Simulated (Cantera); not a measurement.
A freely propagating, adiabatic, planar premixed flame of 7.84 % CH₄, 17.2 % O₂, 64.7 % N₂, 10.2 % CO₂, equivalence ratio 0.91, unburnt at 448 K and 13300 Pa; mixture-averaged transport, grid criteria slope 0.08 and curve 0.16, no radiation.

Model: GRI-Mech 3.0 (53 species, 325 reactions), integrated in Cantera. Burning velocities carry a grid error of a few per cent, more on coarse grids.

x: mole fraction of selected species; z is measured from the peak of heat release.

```tsv
z (mm)	T (K)	u (m/s)	x CH₄	x O₂	x CO₂	x N₂O	x HCO	x NO
-9.30	448	0.629	0.0783	0.172	0.102	<1e-8	<1e-8	<1e-8
-6.20	449	0.631	0.0781	0.172	0.102	<1e-8	<1e-8	<1e-8
-4.65	452	0.637	0.0777	0.172	0.102	<1e-8	<1e-8	<1e-8
-3.10	488	0.690	0.0750	0.169	0.101	<1e-8	<1e-8	2.45e-8
-1.55	793	1.14	0.0552	0.143	0.102	<1e-8	1.95e-7	3.41e-7
-0.775	1145	1.65	0.0310	0.109	0.107	<1e-8	6.68e-6	8.49e-7
0	1483	2.16	0.00742	0.0673	0.116	<1e-8	3.78e-5	1.77e-6
0.775	1606	2.33	0.000538	0.0447	0.127	1.42e-8	9.82e-6	2.81e-6
1.55	1632	2.37	2.13e-5	0.0377	0.135	1.79e-8	5.17e-7	3.43e-6
3.10	1660	2.40	4.45e-8	0.0342	0.142	1.94e-8	1.52e-8	4.11e-6
6.20	1697	2.44	<1e-8	0.0324	0.146	2.00e-8	1.06e-8	5.02e-6
12.4	1746	2.51	<1e-8	0.0305	0.149	2.15e-8	<1e-8	6.45e-6
24.8	1806	2.58	<1e-8	?	0.153	?	<1e-8	?
```

### Question
Some entries are withheld; supply them.

### Answer

- 24.8, x O₂: 0.0280
- 24.8, x N₂O: 2.39e-8
- 24.8, x NO: 8.66e-6
